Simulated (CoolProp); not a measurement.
Carbon dioxide along the isobar 215 bar: fugacity coefficient from the reference equation and from simpler models built on Tc = 304.1 K, pc = 73.77 bar, ω = 0.224; each cubic takes its own stable root.

Model: reference Helmholtz-energy equation of state, Span 1996, in CoolProp.

```tsv
T (K)	phase	reference
229.2	liquid	0.05462
255.2	liquid	0.1179
281.3	liquid	0.2094
307.4	supercritical	0.3214
333.4	supercritical	0.4404
359.5	supercritical	0.5520
385.5	supercritical	0.6446
411.6	supercritical	0.7186
437.7	supercritical	0.7772
463.7	supercritical	0.8240
```

Problem. How far does each simpler model (van der Waals, Redlich-Kwong, Peng-Robinson) lie from the reference over these 10 states: mean and median of the absolute difference, and the worst?

Solution. 
- van der Waals: mean 36.2 %, median 8.7 %, worst +177.0 % at 229.2 K and 215 bar
- Redlich-Kwong: mean 9.7 %, median 4.4 %, worst +37.8 % at 229.2 K and 215 bar
- Peng-Robinson: mean 1.5 %, median 1.5 %, worst -2.2 % at 229.2 K and 215 bar
